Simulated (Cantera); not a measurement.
A Cantera script and what it prints.

```python
import numpy as np
import cantera as ct

gas_names = """
    B BH BH2 BH3 BN B2 H H2 N NH NH2 NH3 N2 N2H2 N2H4
""".split()
cond_names = """
    B(b) B(L) BN(s)
""".split()


def load(file, names, dense=False):
    # The tables refer to 1 bar. Condensed volumes are neglected.
    table = {s.name: s for s in ct.Species.list_from_file(file)}
    out = []
    for n in names:
        d = dict(table[n].input_data)
        d["thermo"] = dict(d["thermo"], **{"reference-pressure": 1e5})
        if dense:
            d["equation-of-state"] = {"model": "constant-volume", "density": "1e6 g/cm^3"}
        out.append(ct.Species.from_dict(d))
    return out


gas = ct.Solution(thermo="ideal-gas", species=load("nasa_gas.yaml", gas_names))
cond = {s.name: ct.Solution(thermo="fixed-stoichiometry", species=[s], name=s.name)
        for s in load("nasa_condensed.yaml", cond_names, dense=True)}
atoms = {
    'borazine': {'B': 3, 'N': 3, 'H': 6},
    'H2': {'H': 2},
    'N2': {'N': 2},
}
top_T = {'BN(s)': 3200}  # K; cautious upper limits of use, not melting points


def equilibrate(T, P, feed):
    n = {}
    for name, mol in feed.items():
        for a, k in atoms[name].items():
            n[a] = n.get(a, 0.0) + k * mol
    gas.TPX = T, P, n
    mass = sum(n.values()) * gas.mean_molecular_weight
    gas.equilibrate("TP")
    valid = [c for c in cond.values() if c.min_temp <= T <= top_T.get(c.name, c.max_temp)]
    mix = ct.Mixture([(gas, mass / gas.mean_molecular_weight)] + [(c, 0.0) for c in valid])
    mix.T, mix.P = T, P
    mix.equilibrate("TP", solver="vcs", rtol=1e-11, max_steps=5000)
    return mix


results = []
feed = {'borazine': 1, 'H2': 11, 'N2': 0.7}  # mol
T = 1100  # K
P = 1100  # Pa
mix = equilibrate(T, P, feed)
results.append((T, P, feed, dict(zip(mix.species_names, mix.species_moles))))
x = sorted(zip(gas.X, gas.species_names), reverse=True)
print(f"T = {T:g} K  P = {P:g} Pa  gas = {mix.phase_moles(0):.4g} mol")
print("   x: " + "  ".join(f"{s} {v:.3e}" for v, s in x if v > 1e-05))
print("   condensed (mol): " + ("  ".join(f"{mix.phase(i).name} {mix.phase_moles(i):.4g}"
      for i in range(1, mix.n_phases) if mix.phase_moles(i) > 1e-12) or "none"))
```

Output:

```
T = 1100 K  P = 1100 Pa  gas = 14.7 mol
   x: H2 9.524e-01  N2 4.762e-02
   condensed (mol): BN(s) 3
```

Method: chemical equilibrium by Gibbs-energy minimisation in Cantera with the NASA 1993 tables (ideal gas, pure condensed phases). The feed counts by its element totals alone.
